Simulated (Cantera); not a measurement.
A freely propagating, adiabatic, planar premixed flame of 36.0 % H₂, 16.4 % O₂, 47.6 % N₂, unburnt at 598 K and 0.200 bar; mixture-averaged transport, grid criteria slope 0.08 and curve 0.16, no radiation.

Detailed kinetics in Cantera: the H2/O2 subset of GRI-Mech 3.0, which has no nitrogen chemistry. Burning velocities carry a grid error of a few per cent, more on coarse grids.

Question: Predict: laminar burning velocity; thermal thickness; peak x(O); peak x(H₂O₂); peak x(HO₂); peak x(H).

Answer: 
```json
{
  "laminar_burning_velocity": "772 cm/s",
  "thermal_thickness": "3.41 mm",
  "peak x(O)": "0.0186",
  "peak x(H₂O₂)": "1.64e-6",
  "peak x(HO₂)": "8.32e-5",
  "peak x(H)": "0.113"
}
```
